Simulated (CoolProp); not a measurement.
Vapour pressure (MPa) of carbon monoxide: the reference equation beside estimates from Tc = 132.9 K, pc = 3.498 MPa, ω = 0.050. Clausius-Clapeyron is anchored at 90.4 K with a constant enthalpy of vaporisation of 5.646 kJ/mol.

Computed with CoolProp (reference Helmholtz-energy equation of state, Lemmon 2006). It is a short technical equation, of lower accuracy than the large ones.

| T (K) | reference | Lee-Kesler | Clausius-Clapeyron | van der Waals | Redlich-Kwong | Soave-Redlich-Kwong | Peng-Robinson |
|---|---|---|---|---|---|---|---|
| 85.7 | 0.1571 | 0.1572 | 0.1639 | 0.4559 | 0.1474 | 0.1566 | 0.1588 |
| 88.1 | 0.1994 | 0.1996 | 0.2034 | 0.5289 | 0.1904 | 0.1990 | 0.2010 |
| 90.4 | 0.2474 | 0.2477 | 0.2474 | 0.6058 | 0.2396 | 0.2473 | 0.2489 |
| 92.8 | 0.3062 | 0.3066 | 0.3005 | 0.6935 | 0.3003 | 0.3065 | 0.3076 |
| 95.1 | 0.3716 | 0.3721 | 0.3587 | 0.7850 | 0.3682 | 0.3725 | 0.3728 |
| 97.5 | 0.4503 | 0.4508 | 0.4276 | 0.8885 | 0.4501 | 0.4519 | 0.4513 |
| 99.9 | 0.5404 | 0.5409 | 0.5055 | 1.000 | 0.5442 | 0.5431 | 0.5413 |
| 102.2 | 0.6383 | 0.6387 | 0.5890 | 1.116 | 0.6465 | 0.6424 | 0.6393 |
| 104.6 | 0.7536 | 0.7537 | 0.6860 | 1.245 | 0.7669 | 0.7594 | 0.7548 |
| 106.9 | 0.8774 | 0.8772 | 0.7889 | 1.377 | 0.8961 | 0.8852 | 0.8791 |
| 109.3 | 1.022 | 1.021 | 0.9069 | 1.524 | 1.046 | 1.032 | 1.024 |
| 111.6 | 1.175 | 1.173 | 1.031 | 1.674 | 1.205 | 1.187 | 1.178 |

Absolute difference from the reference over all 12 rows, mean and median: Lee-Kesler 0.1 and 0.1 %, Clausius-Clapeyron 6.1 and 5.7 %, van der Waals 100.7 and 91.2 %, Redlich-Kwong 2.3 and 2.0 %, Soave-Redlich-Kwong 0.5 and 0.4 %, Peng-Robinson 0.4 and 0.2 %.
